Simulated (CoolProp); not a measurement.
Vapour-liquid equilibrium of methanol (1) + acetone (2) at 397 K; x and y are mole fractions of (1).

Values from CoolProp's multi-fluid Helmholtz-energy mixture model, de Reuck 1993 and Lemmon 2006; pair parameters Bell 2016.

```
x     bubble pressure (bar)  y at the bubble point  dew pressure at overall composition x (bar)  liquid density (mol/L)
----  ---------------------  ---------------------  -------------------------------------------  ----------------------
0.05                  6.772                  0.069                                        6.725                   11.64
0.2                   7.187                  0.245                                        7.087                   12.55
0.35                  7.465                  0.390                                        7.397                   13.63
0.5                   7.619                  0.520                                        7.603                   14.90
0.65                  7.651                  0.644                                        7.650                   16.41
0.8                   7.550                  0.776                                        7.517                   18.24
0.95                  7.275                  0.935                                        7.243                   20.45
```

y crosses x between x = 0.5 and 0.65: the model has an azeotrope there.

Pair parameters are fitted to limited data, so mixtures are less certain than the pure fluids.
